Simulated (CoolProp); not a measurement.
Isobutene along the isotherm 353.1 K: density (kg/m³) from the reference equation and from simpler models built on Tc = 418.1 K, pc = 4.016 MPa, ω = 0.193; each cubic takes its own stable root.

Model: reference Helmholtz-energy equation of state, Lemmon 2005, in CoolProp. It is a short technical equation, of lower accuracy than the large ones.

```csv
p (MPa),phase,reference,Redlich-Kwong,Peng-Robinson
0.0635,gas,1.225,1.224,1.226
0.13,gas,2.535,2.530,2.536
0.268,gas,5.345,5.323,5.349
0.55,gas,11.54,11.43,11.55
1.13,gas,27.22,26.32,27.07
2.32,liquid,514.3,445.5,523.7
4.76,liquid,523.8,463.4,539.2
9.78,liquid,539.2,489.9,563.3
20.1,liquid,562.2,525.0,596.9
```
